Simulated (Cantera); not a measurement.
Input: 1 mol Fe3O4, 1.5 mol CH4, 2.3 mol H2, held at 1725 K and 0.0140 bar.

Method: chemical equilibrium by Gibbs-energy minimisation in Cantera with the NASA 1993 tables (ideal gas, pure condensed phases). Candidate condensed phases: C, C6H6, C7H8, C8H18, Fe, Fe(CO)5, FeO, Fe(OH)2, Fe(OH)3, Fe2O3, Fe3O4, H2O; 114 gas species. Mutual solubility and eutectic melting of coexisting phases are not modelled. The tables' stoichiometric FeO is somewhat more stable than real wüstite, so its field is too wide. FeO: taken at fixed stoichiometry. Kinetics and transport are ignored.

Base state: H2 0.531, H2O 0.247, CO 0.195, CO2 0.0257, H 0.00114, Fe 0.000673, OH 2.93e-5, Fe(OH)2 2.29e-5 (mole fractions); condensed: Fe(δ) + FeO(l).

**Question.** What changes in the equilibrium state with this change: temperature from 1725 K to 1700 K?

**Answer.** 
```json
[
 {"species": "H2", "before": "0.531", "after": "0.530"},
 {"species": "H2O", "before": "0.247", "after": "0.248"},
 {"species": "CO", "before": "0.195", "after": "0.194"},
 {"species": "CO2", "before": "0.0257", "after": "0.0266"},
 {"species": "Fe", "before": "0.000673", "after": "0.000449"},
 {"species": "OH", "before": "2.93e-5", "after": "2.20e-5"},
 {"species": "H", "before": "0.00114", "after": "0.000906"},
 {"species": "Fe(OH)2", "before": "2.29e-5", "after": "1.97e-5"},
 {"species": "Fe(δ), mol", "before": "2.35", "after": "2.37"},
 {"species": "FeO(l), mol", "before": "0.642", "after": "0.628"}
]
```

**Question.** What changes in the equilibrium state with this change: H2 from 2.3 to 8.5 mol?

**Answer.** 
```csv
species,before,after
H2,0.531,0.699
H2O,0.247,0.184
CO,0.195,0.107
CO2,0.0257,0.00802
Fe,0.000673,0.000673
Fe(OH)2,2.29e-5,9.65e-6
OH,2.93e-5,1.90e-5
H,0.00114,0.00131
"Fe(δ), mol",2.35,2.99
"FeO(l), mol",0.642,0
```
